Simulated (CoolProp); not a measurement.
Vapour-liquid equilibrium of fluoroethane (R161) (1) + R1234yf (2) at 321.6 K; x and y are mole fractions of (1).

Computed with CoolProp (multi-fluid Helmholtz-energy mixture model, Wu 2012 and Lemmon 2022; pair parameters Bell 2016).

| x | bubble pressure (MPa) | y at the bubble point | dew pressure at overall composition x (MPa) | liquid density (mol/L) |
|---|---|---|---|---|
| 0.05 | 1.280 | 0.063 | 1.275 | 8.905 |
| 0.125 | 1.318 | 0.154 | 1.306 | 9.159 |
| 0.2 | 1.355 | 0.240 | 1.338 | 9.427 |
| 0.275 | 1.391 | 0.322 | 1.371 | 9.711 |
| 0.35 | 1.427 | 0.402 | 1.404 | 10.01 |
| 0.425 | 1.461 | 0.477 | 1.437 | 10.33 |
| 0.5 | 1.493 | 0.551 | 1.471 | 10.67 |
| 0.575 | 1.524 | 0.621 | 1.504 | 11.03 |
| 0.65 | 1.554 | 0.690 | 1.537 | 11.42 |
| 0.725 | 1.582 | 0.758 | 1.569 | 11.84 |
| 0.8 | 1.609 | 0.824 | 1.599 | 12.28 |
| 0.875 | 1.633 | 0.890 | 1.628 | 12.75 |
| 0.95 | 1.656 | 0.956 | 1.654 | 13.27 |

No azeotrope shows between x = 0.05 and 0.95.

The pair parameters rest on a limited set of measurements; away from them the model extrapolates.
